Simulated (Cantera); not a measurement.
A closed system holds: 1 mol Ta, 7.3 mol N₂O, 0.41 mol O₂, held at 0.248 Torr.

Method: chemical equilibrium by Gibbs-energy minimisation in Cantera with the NASA 1993 tables (ideal gas, pure condensed phases). Candidate condensed phases: Ta, Ta₂O₅; 12 gas species. Kinetics and transport are ignored.

Q: At 1700 °C, list the 5 most abundant gas species with their mole fractions, and the condensed phases.

A: N₂ 0.713, O₂ 0.264, O 0.0153, NO 0.00758, TaO₂ 1.26e-5. Condensed: Ta₂O₅(s).
